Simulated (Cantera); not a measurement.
Cantera run, input and output.

```python
import numpy as np
import cantera as ct

gas = ct.Solution("gri30.yaml")
gas.TPX = 1100, 700000, {'CO': 0.025, 'O2': 0.018, 'H2O': 0.073, 'N2': 1}
reactor = ct.IdealGasConstPressureReactor(gas, energy="off", clone=False)
net = ct.ReactorNet([reactor])
net.rtol, net.atol = 1e-08, 1e-18
show = ['CO', 'O2', 'H2O', 'NO', 'O']
times = np.geomspace(2e-06, 7, 14)

steps = ct.SolutionArray(gas, extra=["t"])
rows = []
print(f"{'t/s':>10s}{'T/K':>9s}{'P/Pa':>11s}" + "".join(f"{s:>11s}" for s in show))
for t in times:
    while net.time < t:
        t_next = net.step()
        steps.append(gas.state, t=t_next)
    rows.append([np.interp(t, steps.t, y) for y in (steps.T, steps.P, *steps(*show).X.T)])
    print(f"{t:10.3e}{rows[-1][0]:9.1f}{rows[-1][1]:11.4g}" + "".join(f"{x:11.3e}" for x in rows[-1][2:]))
rate = np.gradient(steps.T, steps.t)
print("integrator steps:", len(steps.t))
if steps.T.max() > steps.T[0] + 200:
    print(f"time of steepest temperature rise: {steps.t[rate.argmax()]:.4e} s")
gas.TPX = 1100, 700000, {'CO': 0.025, 'O2': 0.018, 'H2O': 0.073, 'N2': 1}
gas.equilibrate("TP")
print(f"equilibrium (TP): T = {gas.T:.1f} K  " + "  ".join(f"{s} {gas[s].X[0]:.3e}" for s in show))
```

It prints:

```
       t/s      T/K       P/Pa         CO         O2        H2O         NO          O
 2.000e-06   1100.0      7e+05  2.240e-02  1.613e-02  6.541e-02  4.078e-22  4.215e-11
 6.374e-06   1100.0      7e+05  2.240e-02  1.613e-02  6.541e-02  4.863e-21  1.234e-10
 2.031e-05   1100.0      7e+05  2.240e-02  1.613e-02  6.541e-02  5.010e-20  3.167e-10
 6.474e-05   1100.0      7e+05  2.240e-02  1.613e-02  6.541e-02  4.028e-19  6.006e-10
 2.063e-04   1100.0      7e+05  2.240e-02  1.613e-02  6.541e-02  2.502e-18  8.731e-10
 6.576e-04   1100.0      7e+05  2.240e-02  1.613e-02  6.541e-02  2.293e-17  2.059e-09
 2.096e-03   1100.0      7e+05  2.239e-02  1.612e-02  6.541e-02  4.261e-15  2.856e-08
 6.680e-03   1100.0      7e+05  2.170e-02  1.578e-02  6.540e-02  3.970e-12  3.497e-07
 2.129e-02   1100.0      7e+05  1.850e-02  1.424e-02  6.541e-02  3.535e-11  3.038e-07
 6.785e-02   1100.0      7e+05  1.170e-02  1.087e-02  6.560e-02  1.699e-10  1.848e-07
 2.162e-01   1100.0      7e+05  4.125e-03  7.073e-03  6.593e-02  4.124e-10  5.370e-08
 6.892e-01   1100.0      7e+05  7.877e-04  5.385e-03  6.610e-02  3.406e-10  6.207e-09
 2.196e+00   1100.0      7e+05  9.425e-05  5.032e-03  6.615e-02  2.172e-10  5.141e-10
 7.000e+00   1100.0      7e+05  2.444e-06  4.985e-03  6.615e-02  8.048e-10  2.206e-11
integrator steps: 1305
equilibrium (TP): T = 1100.0 K  CO 1.632e-10  O2 4.977e-03  H2O 6.615e-02  NO 1.411e-05  O 6.698e-11
```

Cantera simulation using GRI-Mech 3.0 (53 species, 325 reactions); the numbers are that mechanism's predictions, not measurements.
